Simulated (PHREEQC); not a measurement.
Make-up at 25 °C: 0.23 mol/kgw HCl, 4.3e-05 mol/kgw CaCl2 and 9.6e-05 mol/kgw MnSO4. Closed to the air; pH follows from the charge balance.

The numbers come from PHREEQC with the ion-association model, wateq4f.dat.

### Question
The ionic strength comes out as 0.230 mol/kgw. What activity coefficients do SO4-2, Cl-, MnCl+, Ca+2, H+ get?

### Answer
SO4-2 0.28, Cl- 0.70, MnCl+ 0.73, Ca+2 0.31, H+ 0.79.

This is a speciation only: nothing precipitates in the calculation. Species that the database lacks are ignored.
